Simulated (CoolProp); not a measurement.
Properties of trans-2-butene along the isobar 5.38 MPa (Tc = 155.5 °C, pc = 4.019 MPa, ω = 0.210).

Values from CoolProp's reference Helmholtz-energy equation of state, Lemmon 2005. It is a short technical equation, of lower accuracy than the large ones.

| T (°C) | phase | density (kg/m³) | isothermal compressibility (1/MPa) | fugacity coefficient |
|---|---|---|---|---|
| -84.45 | liquid | 719.2 | 0.0008224 | 0.0001610 |
| -44.65 | liquid | 679.7 | 0.001176 | 0.002762 |
| -4.85 | liquid | 639.0 | 0.001749 | 0.01791 |
| 34.95 | liquid | 595.4 | 0.002775 | 0.06517 |
| 74.75 | liquid | 546.1 | 0.004939 | 0.1637 |
| 114.55 | liquid | 485.0 | 0.01115 | 0.3191 |
| 154.35 | liquid | 387.4 | 0.05671 | 0.5139 |
| 194.15 | supercritical | 145.5 | 0.4007 | 0.6707 |
| 233.95 | supercritical | 101.8 | 0.2687 | 0.7543 |
